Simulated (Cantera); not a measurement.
Feed: 1 mol Si, 3.2 mol HCl, 5.2 mol H₂, equilibrated at 1225 K and 0.100 bar.

These are equilibrium values from Cantera (NASA tables, ideal gas, pure condensed phases), not measurements of a reactor. Candidate condensed phases: Si; 19 gas species. The tables' values for SiCl₃ are old estimates; treat these amounts as uncertain. The numbers say what is thermodynamically allowed, not how fast it happens.

Base state: H₂ 0.822, HCl 0.0782, SiCl₄ 0.0524, SiCl₂ 0.0181, SiHCl₃ 0.0172, SiCl₃ 0.0110, SiH₂Cl₂ 0.000752 (mole fractions); condensed: Si(s).

What changes in the equilibrium state with this change: temperature from 1225 K to 1548.15 K?


```tsv
species	before	after
H₂	0.822	0.743
HCl	0.0782	0.147
SiCl₂	0.0181	0.0965
SiCl₄	0.0524	0.00267
SiHCl₃	0.0172	0.00165
SiCl₃	0.0110	0.00959
Cl	7.32e-8	1.33e-5
H	8.94e-7	8.41e-5
Si(s), mol	0.224	0.0796
```

What changes in the equilibrium state with this change: temperature from 1225 K to 1275 K?


```
species       before     after
----------  --------  --------
H₂             0.822     0.805
HCl           0.0782    0.0955
SiCl₄         0.0524    0.0415
SiCl₂         0.0181    0.0294
SiCl₃         0.0110    0.0137
SiHCl₃        0.0172    0.0141
SiH₂Cl₂     0.000752  0.000666
Si(s), mol     0.224     0.215
```
